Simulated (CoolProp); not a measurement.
A simple Rankine cycle with R365MFC: condensing at 301.15 K, boiler at 0.486 MPa, turbine inlet 367.4 K, turbine efficiency 0.75, pump efficiency 0.7, no recuperator. Each further row changes one setting.

Computed with CoolProp (reference Helmholtz-energy equation of state, Lemmon 2016).

```tsv
case	thermal efficiency (%)	net work (kJ/kg)	heat in (kJ/kg)	turbine exit temperature (K)	volume ratio over the turbine
as stated	10.6	27.1	255	333.7	7.79
turbine inlet 387.4 K	10.4	29.1	279	354.6	7.63
condensing temperature 293.15 K	11.8	31.4	266	329.2	10.7
boiler pressure 0.34 MPa	8.9	23.1	259	340.9	5.30
turbine efficiency 0.65	9.2	23.4	255	337.1	7.87
```
